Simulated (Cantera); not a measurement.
## Thermodynamics of carbothermic reduction, feed MgO + CH₄ + H₂ + C

Input: 1 mol MgO, 2.9 mol CH₄, 10 mol H₂, 0.57 mol C, at 10.0 mbar.

These are equilibrium values from Cantera (NASA tables, ideal gas, pure condensed phases), not measurements of a reactor. Candidate condensed phases: C, C₆H₆, C₇H₈, C₈H₁₈, H₂O, Mg, MgCO₃, MgO, Mg(OH)₂; 116 gas species. The tables' values for MgH are old estimates; treat these amounts as uncertain. Rates play no part.

```
T (K)   x H₂       x H    x CO    x Mg  x C₂H₂ (acetylene)    x MgH     x C₂H    x C₄H₂  n C(graphite)
-----  -----  --------  ------  ------  ------------------  -------  --------  --------  -------------
1600   0.887  0.000512  0.0562  0.0561             2.44e-5  6.05e-5  4.73e-11  2.60e-10           2.47
1700   0.886   0.00139  0.0561  0.0561             6.51e-5  6.61e-5  5.69e-10   1.87e-9           2.47
1800   0.884   0.00337  0.0561  0.0560            0.000155  7.14e-5   5.17e-9   1.07e-8           2.46
1900   0.880   0.00745  0.0560  0.0559            0.000336  7.64e-5   3.72e-8   5.12e-8           2.46
2000   0.873    0.0152  0.0558  0.0557            0.000670  8.08e-5   2.18e-7   2.07e-7           2.45
2100   0.859    0.0289  0.0554  0.0553             0.00124  8.44e-5   1.08e-6   7.26e-7           2.42
2200   0.837    0.0515  0.0547  0.0546             0.00214  8.68e-5   4.57e-6   2.24e-6           2.39
2300   0.802    0.0867  0.0537  0.0537             0.00347  8.77e-5   1.69e-5   6.14e-6           2.34
2400   0.752     0.138  0.0523  0.0522             0.00524  8.64e-5   5.53e-5   1.50e-5           2.27
```
x: gas mole fraction; n: condensed amount in mol.

From 1600 K to 2400 K the condensed part is C(graphite). The main Mg-bearing gas is Mg throughout.
